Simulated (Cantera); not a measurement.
**Thermodynamics of chlorosilane synthesis and conversion, feed SiCl4 + Cl2 + H2**

Charge: 1 mol SiCl4, 1.1 mol Cl2, 5.3 mol H2, equilibrated at 750 Torr.

Equilibrium computed with Cantera from the NASA thermochemical tables; the gas is ideal and each condensed phase is pure. Candidate condensed phases: Si; 19 gas species. The tables' values for SiCl3 are old estimates; treat these amounts as uncertain. The numbers say what is thermodynamically allowed, not how fast it happens.

```tsv
T (°C)	x H2	x HCl	x SiCl4	x SiHCl3	x SiCl3	x SiCl2	x SiH2Cl2
650	0.567	0.298	0.134	0.000909	7.18e-6	1.55e-8	6.03e-7
700	0.566	0.299	0.134	0.00142	2.30e-5	1.14e-7	1.58e-6
750	0.565	0.299	0.133	0.00212	6.56e-5	6.84e-7	3.76e-6
800	0.564	0.300	0.132	0.00304	0.000168	3.44e-6	8.15e-6
850	0.563	0.302	0.131	0.00417	0.000395	1.48e-5	1.64e-5
900	0.561	0.304	0.129	0.00554	0.000852	5.57e-5	3.05e-5
950	0.559	0.306	0.126	0.00709	0.00171	0.000184	5.33e-5
1000	0.555	0.310	0.122	0.00876	0.00318	0.000543	8.68e-5
1050	0.550	0.315	0.117	0.0104	0.00553	0.00143	0.000132
```
x: gas mole fraction; nothing condenses.

From 650 °C to 1050 °C nothing is condensed. The main Si-bearing gas is SiCl4 throughout.
